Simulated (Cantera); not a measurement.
An adiabatic, constant-volume homogeneous reactor starts with 4.82 % CH4, 13.2 % O2, 82.0 % N2, equivalence ratio 0.73, at 1048 K and 3.95 atm.

Detailed kinetics in Cantera: GRI-Mech 3.0 (53 species, 325 reactions).

### Question
Predict: time of steepest temperature rise; temperature at 1.00 s; equilibrium temperature; x(O2) at 1.00 s; x(NO) at 1.00 s; x(HO2) at 1.00 s; x(N2O) at 1.00 s; x(OH) at 1.00 s.

### Answer
```
Property                                                            Result
---------------------------------  ---------------------------------------
time of steepest temperature rise                                  0.142 s
temperature at 1.00 s                                               2314 K
equilibrium temperature                                             2314 K
x(O2) at 1.00 s                      0.0323 (gas-phase equilibrium 0.0323)
x(NO) at 1.00 s                    0.00647 (gas-phase equilibrium 0.00647)
x(HO2) at 1.00 s                   3.49e-6 (gas-phase equilibrium 3.49e-6)
x(N2O) at 1.00 s                   1.09e-6 (gas-phase equilibrium 1.09e-6)
x(OH) at 1.00 s                    0.00273 (gas-phase equilibrium 0.00273)
```
